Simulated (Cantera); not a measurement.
Input: 1 mol Fe, 2.9 mol H2O, 0.071 mol O2, at 875 °C and 100 Torr.

Equilibrium computed with Cantera from the NASA thermochemical tables; the gas is ideal and each condensed phase is pure. Candidate condensed phases: Fe, FeO, Fe(OH)2, Fe(OH)3, Fe2O3, Fe3O4, H2O; 12 gas species. The tables' stoichiometric FeO is somewhat more stable than real wüstite, so its field is too wide. FeO: taken at fixed stoichiometry. Equilibrium is a limit: real reactors are often held back by kinetics, nucleation or transport.

Base state: H2O 0.704, H2 0.296 (mole fractions); condensed: FeO(s).

### Question
What changes in the equilibrium state with this change: O2 from 0.071 to 1.6 mol?

### Answer
| species | before | after |
|---|---|---|
| H2O | 0.704 | 0.773 |
| O2 | <1e-9 | 0.227 |
| H2 | 0.296 | 1.83e-8 |
| FeO(s), mol | 1.00 | 0 |
| Fe2O3(s), mol | 0 | 0.500 |
